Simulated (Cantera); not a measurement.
**Fluorocarbon and chlorocarbon gases: CH3F + F2 + H2**

Charge: 1 mol CH3F, 0.033 mol F2, 0.72 mol H2, equilibrated at 638 Torr.

Method: chemical equilibrium by Gibbs-energy minimisation in Cantera with the NASA 1993 tables (ideal gas, pure condensed phases). Candidate condensed phases: C, C6H6, C7H8, C8H18; 95 gas species. The numbers say what is thermodynamically allowed, not how fast it happens.

From 1327 °C to 3127 °C the condensed part is C(graphite). The main C-bearing gas is CH4 at 1327 °C and C2H2 (acetylene) at 3127 °C. The share of C in condensed phases is highest at 1477 °C (99.9 %) and lowest at 3127 °C (30.8 %).

```csv
T (°C),x H2,x HF,x H,x C2H2 (acetylene),x C3,x C2H,n C(graphite)
1327,0.612,0.387,4.61e-5,1.68e-5,<1e-12,4.26e-12,0.998
1477,0.612,0.387,0.000197,7.03e-5,<1e-12,1.60e-10,0.999
1627,0.612,0.387,0.000673,0.000234,2.43e-12,3.36e-9,0.998
1777,0.610,0.387,0.00192,0.000648,1.08e-10,4.51e-8,0.996
1927,0.607,0.386,0.00476,0.00156,2.84e-9,4.23e-7,0.991
2077,0.601,0.385,0.0105,0.00332,4.86e-8,2.96e-6,0.981
2227,0.589,0.383,0.0209,0.00638,5.85e-7,1.63e-5,0.964
2377,0.570,0.380,0.0384,0.0112,5.26e-6,7.30e-5,0.935
2527,0.541,0.374,0.0653,0.0181,3.71e-5,0.000275,0.892
2677,0.501,0.366,0.104,0.0269,0.000213,0.000889,0.828
2827,0.447,0.355,0.154,0.0368,0.00103,0.00251,0.736
2977,0.382,0.340,0.215,0.0464,0.00426,0.00623,0.589
3127,0.306,0.317,0.281,0.0529,0.0155,0.0137,0.308
```
x: gas mole fraction; n: condensed amount in mol.
